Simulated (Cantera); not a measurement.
Ta2O5 + CH4 + CO (carbothermic reduction)

Charge: 1 mol Ta2O5, 2.1 mol CH4, 0.45 mol CO.

Method: chemical equilibrium by Gibbs-energy minimisation in Cantera with the NASA 1993 tables (ideal gas, pure condensed phases). Candidate condensed phases: C, C6H6, C7H8, C8H18, H2O, Ta, TaC, Ta2O5; 113 gas species. Mutual solubility and eutectic melting of coexisting phases are not modelled. TaC: taken at fixed stoichiometry. Condensed phases not in the tables: Ta2C, N, O or C dissolved in the metal. Rates play no part.

Q: Map the stable condensed phases over T = 527, 677, 827, 977, 1127, 1277, 1427, 1577, 1727, 1877, 2027, 2177, 2327 °C and P in Pa = 10, 68, 460, 3200, 22000, 150000, 1000000.

A: 
```
T in °C \ P in Pa
              10      68     460    3200   22000  150000 1000000
   2327        A       A       B       C       C       C       D
   2177        A       B       C       C       C       D       D
   2027        B       C       C       C       E       D       D
   1877        C       C       C       C       D       D       D
   1727        C       C       C       D       D       D       D
   1577        C       C       D       D       D       D       D
   1427        C       D       D       D       D       D       D
   1277        D       D       D       D       D       D       D
   1127        D       D       D       D       D       D       F
    977        D       D       D       D       D       G       G
    827        D       D       D       F       G       G       G
    677        D       F       G       G       G       G       G
    527        G       G       G       G       G       G       G
```
A: gas only; B: Ta; C: Ta + Ta2O5; D: TaC + Ta2O5; E: Ta + TaC + Ta2O5; F: C + TaC + Ta2O5; G: C + Ta2O5.
